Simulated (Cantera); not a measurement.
## Abatement and gas-phase synthesis: H2S + H2O + N2

Feed: 1 mol H2S, a varied amount of H2O, 0.61 mol N2, equilibrated at 3473 K and 0.133 bar.

Method: chemical equilibrium by Gibbs-energy minimisation in Cantera with the NASA 1993 tables (ideal gas, pure condensed phases). Candidate condensed phases: H2O, H2SO4, S; 35 gas species. Rates play no part.

From 0.061 mol H2O to 0.84 mol H2O nothing is condensed.

```json
[
 {"n(H2O) (mol)": "0.061", "log p H": "-1.23", "log p S": "-1.48", "log p N2": "-1.62", "log p H2": "-1.95", "log p O": "-3.06", "log p SO": "-2.98", "log p OH": "-3.55", "log p SH": "-2.71", "log p S2": "-2.80", "log p H2O": "-3.92"},
 {"n(H2O) (mol)": "0.076", "log p H": "-1.23", "log p S": "-1.48", "log p N2": "-1.62", "log p H2": "-1.95", "log p O": "-2.97", "log p SO": "-2.89", "log p OH": "-3.45", "log p SH": "-2.72", "log p S2": "-2.81", "log p H2O": "-3.83"},
 {"n(H2O) (mol)": "0.094", "log p H": "-1.23", "log p S": "-1.49", "log p N2": "-1.63", "log p H2": "-1.94", "log p O": "-2.88", "log p SO": "-2.81", "log p OH": "-3.36", "log p SH": "-2.72", "log p S2": "-2.83", "log p H2O": "-3.73"},
 {"n(H2O) (mol)": "0.12", "log p H": "-1.23", "log p S": "-1.50", "log p N2": "-1.64", "log p H2": "-1.94", "log p O": "-2.77", "log p SO": "-2.72", "log p OH": "-3.26", "log p SH": "-2.73", "log p S2": "-2.85", "log p H2O": "-3.63"},
 {"n(H2O) (mol)": "0.15", "log p H": "-1.22", "log p S": "-1.52", "log p N2": "-1.64", "log p H2": "-1.94", "log p O": "-2.68", "log p SO": "-2.64", "log p OH": "-3.16", "log p SH": "-2.74", "log p S2": "-2.88", "log p H2O": "-3.53"},
 {"n(H2O) (mol)": "0.18", "log p H": "-1.22", "log p S": "-1.53", "log p N2": "-1.65", "log p H2": "-1.93", "log p O": "-2.61", "log p SO": "-2.57", "log p OH": "-3.08", "log p SH": "-2.75", "log p S2": "-2.90", "log p H2O": "-3.45"},
 {"n(H2O) (mol)": "0.23", "log p H": "-1.22", "log p S": "-1.55", "log p N2": "-1.66", "log p H2": "-1.93", "log p O": "-2.51", "log p SO": "-2.50", "log p OH": "-2.98", "log p SH": "-2.77", "log p S2": "-2.94", "log p H2O": "-3.35"},
 {"n(H2O) (mol)": "0.28", "log p H": "-1.22", "log p S": "-1.57", "log p N2": "-1.68", "log p H2": "-1.92", "log p O": "-2.43", "log p SO": "-2.44", "log p OH": "-2.90", "log p SH": "-2.79", "log p S2": "-2.98", "log p H2O": "-3.26"},
 {"n(H2O) (mol)": "0.35", "log p H": "-1.21", "log p S": "-1.59", "log p N2": "-1.69", "log p H2": "-1.91", "log p O": "-2.34", "log p SO": "-2.38", "log p OH": "-2.81", "log p SH": "-2.81", "log p S2": "-3.03", "log p H2O": "-3.17"},
 {"n(H2O) (mol)": "0.43", "log p H": "-1.21", "log p S": "-1.62", "log p N2": "-1.71", "log p H2": "-1.91", "log p O": "-2.27", "log p SO": "-2.33", "log p OH": "-2.73", "log p SH": "-2.83", "log p S2": "-3.09", "log p H2O": "-3.08"},
 {"n(H2O) (mol)": "0.54", "log p H": "-1.21", "log p S": "-1.66", "log p N2": "-1.74", "log p H2": "-1.90", "log p O": "-2.18", "log p SO": "-2.28", "log p OH": "-2.64", "log p SH": "-2.87", "log p S2": "-3.16", "log p H2O": "-2.99"},
 {"n(H2O) (mol)": "0.67", "log p H": "-1.20", "log p S": "-1.70", "log p N2": "-1.77", "log p H2": "-1.89", "log p O": "-2.11", "log p SO": "-2.24", "log p OH": "-2.56", "log p SH": "-2.90", "log p S2": "-3.24", "log p H2O": "-2.91"},
 {"n(H2O) (mol)": "0.84", "log p H": "-1.20", "log p S": "-1.75", "log p N2": "-1.80", "log p H2": "-1.88", "log p O": "-2.03", "log p SO": "-2.22", "log p OH": "-2.48", "log p SH": "-2.95", "log p S2": "-3.34", "log p H2O": "-2.83"}
]
```
log p: log10 of the partial pressure in bar; nothing condenses.
